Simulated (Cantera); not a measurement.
A closed system holds: 1 mol SiCl₄, 0.65 mol Cl₂, 14 mol H₂, 0.85 mol HCl, equilibrated at 925 K and 17000 Pa.

These are equilibrium values from Cantera (NASA tables, ideal gas, pure condensed phases), not measurements of a reactor. Candidate condensed phases: Si; 19 gas species. The tables' values for SiCl₃ are old estimates; treat these amounts as uncertain. The numbers say what is thermodynamically allowed, not how fast it happens.

Base state: H₂ 0.808, HCl 0.132, SiCl₄ 0.0593, SiHCl₃ 0.00132, SiCl₃ 2.18e-5 (mole fractions); condensed: gas only.

### Question
What changes in the equilibrium state with this change: HCl from 0.85 to 4.3 mol?

### Answer
```json
[
 {"species": "H₂", "before": "0.808", "after": "0.669"},
 {"species": "HCl", "before": "0.132", "after": "0.281"},
 {"species": "SiCl₄", "before": "0.0593", "after": "0.0497"},
 {"species": "SiHCl₃", "before": "0.00132", "after": "0.000429"},
 {"species": "SiCl₃", "before": "2.18e-5", "after": "7.80e-6"}
]
```

### Question
What changes in the equilibrium state with this change: temperature from 925 K to 873.15 K?

### Answer
```csv
species,before,after
H₂,0.808,0.808
HCl,0.132,0.131
SiCl₄,0.0593,0.0598
SiCl₃,2.18e-5,5.71e-6
SiHCl₃,0.00132,0.000791
```
